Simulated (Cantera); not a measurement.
Low-pressure radical oxidation in H2/O2

An isothermal, constant-pressure homogeneous reactor starts with H2 : O2 = 0.07 : 1 (molar parts), equivalence ratio 0.035, at 1200 K and 3.15 Torr.

Detailed kinetics in Cantera: the H2/O2 subset of GRI-Mech 3.0, which has no nitrogen chemistry. Radical loss at walls, strong at low pressure, is not modelled. The temperature is held fixed by assumption; the heat of reaction is taken as removed at once.

| t (s) | x H2 | x O2 | x H2O | x H | x H2O2 |
|---|---|---|---|---|---|
| 1.00e-5 | 0.0654 | 0.935 | <1e-12 | 1.71e-10 | <1e-12 |
| 3.15e-5 | 0.0654 | 0.935 | 3.76e-12 | 5.04e-10 | <1e-12 |
| 9.90e-5 | 0.0654 | 0.935 | 9.90e-11 | 1.37e-9 | <1e-12 |
| 0.000312 | 0.0654 | 0.935 | 2.17e-9 | 3.93e-9 | 1.43e-12 |
| 0.000981 | 0.0654 | 0.935 | 5.58e-8 | 2.83e-8 | 1.41e-11 |
| 0.00309 | 0.0654 | 0.935 | 1.78e-5 | 6.62e-6 | 1.46e-10 |
| 0.00972 | 0.00220 | 0.887 | 0.0536 | 0.0142 | 4.70e-8 |
| 0.0306 | 0.00128 | 0.888 | 0.0565 | 0.0116 | 3.39e-8 |
| 0.0962 | 0.00106 | 0.896 | 0.0588 | 0.00847 | 3.54e-8 |
| 0.303 | 0.000607 | 0.913 | 0.0630 | 0.00344 | 3.70e-8 |
| 0.953 | 0.000161 | 0.927 | 0.0663 | 0.000450 | 3.12e-8 |
| 3.00 | 2.23e-5 | 0.932 | 0.0673 | 2.30e-5 | 1.60e-8 |
x: mole fraction; the columns are a selection and need not sum to one.

Equilibrium at this temperature and pressure: H2 1.38e-8, O2 0.932, H2O 0.0676, H 3.60e-10, H2O2 1.01e-10 (gas phase only).
